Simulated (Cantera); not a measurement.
A Cantera script and what it prints.

```python
import numpy as np
import cantera as ct

gas_names = """
    H HI HNO HNO2 HNO3 HO2 H2 H2O H2O2 I I2 N NH NH2 NH3 NH2OH NO NO2 NO3 N2 N2H2 N2H4 N2O O OH O2 O3
""".split()
cond_names = """
    H2O(s) H2O(L) I2(cr) I2(L)
""".split()


def load(file, names, dense=False):
    # The tables refer to 1 bar. Condensed volumes are neglected.
    table = {s.name: s for s in ct.Species.list_from_file(file)}
    out = []
    for n in names:
        d = dict(table[n].input_data)
        d["thermo"] = dict(d["thermo"], **{"reference-pressure": 1e5})
        if dense:
            d["equation-of-state"] = {"model": "constant-volume", "density": "1e6 g/cm^3"}
        out.append(ct.Species.from_dict(d))
    return out


gas = ct.Solution(thermo="ideal-gas", species=load("nasa_gas.yaml", gas_names))
cond = {s.name: ct.Solution(thermo="fixed-stoichiometry", species=[s], name=s.name)
        for s in load("nasa_condensed.yaml", cond_names, dense=True)}
atoms = {
    'HI': {'H': 1, 'I': 1},
    'H2O': {'H': 2, 'O': 1},
    'N2': {'N': 2},
}
top_T = {}  # K; cautious upper limits of use, not melting points


def equilibrate(T, P, feed):
    n = {}
    for name, mol in feed.items():
        for a, k in atoms[name].items():
            n[a] = n.get(a, 0.0) + k * mol
    gas.TPX = T, P, n
    mass = sum(n.values()) * gas.mean_molecular_weight
    gas.equilibrate("TP")
    valid = [c for c in cond.values() if c.min_temp <= T <= top_T.get(c.name, c.max_temp)]
    mix = ct.Mixture([(gas, mass / gas.mean_molecular_weight)] + [(c, 0.0) for c in valid])
    mix.T, mix.P = T, P
    mix.equilibrate("TP", solver="vcs", rtol=1e-11, max_steps=5000)
    return mix


results = []
feed = {'HI': 1, 'H2O': 4.4, 'N2': 0.47}  # mol
P = 100000  # Pa
for T in [1798, 1873, 1948, 2023, 2098, 2173, 2248]:
    mix = equilibrate(T, P, feed)
    results.append((T, P, feed, dict(zip(mix.species_names, mix.species_moles))))

top = {s: max(r[3][s] / sum(r[3][g] for g in gas_names) for r in results) for s in gas_names}
cols = sorted((s for s in top if top[s] > 1e-05), key=lambda s: -top[s])[:5]
seen = [c for c in cond_names if any(r[3].get(c, 0) > 1e-12 for r in results)]
print("log10 of partial pressures in bar; condensed amounts in mol")
print(f"{'T/K':>10s}" + "".join(f"{s[:9]:>10s}" for s in cols + seen))
for T, P, feed, n in results:
    ng = sum(n[g] for g in gas_names)
    print(f"{T:10.4g}" + "".join(f"{np.log10(max(n[s] / ng * P / 1e5, 1e-99)):10.3f}" for s in cols)
          + "".join(f"{n.get(c, 0):10.4g}" for c in seen))
```

Output:

```
log10 of partial pressures in bar; condensed amounts in mol
       T/K       H2O         I        N2        H2        HI
      1798    -0.153    -0.907    -1.124    -1.199    -1.477
      1873    -0.154    -0.889    -1.126    -1.183    -1.549
      1948    -0.156    -0.874    -1.127    -1.171    -1.621
      2023    -0.157    -0.863    -1.128    -1.160    -1.689
      2098    -0.158    -0.854    -1.129    -1.152    -1.755
      2173    -0.159    -0.847    -1.130    -1.144    -1.818
      2248    -0.161    -0.842    -1.131    -1.135    -1.878
```

Cantera equilibrium calculation (NASA polynomials, part measured and part estimated; ideal gas, pure solids and liquids).
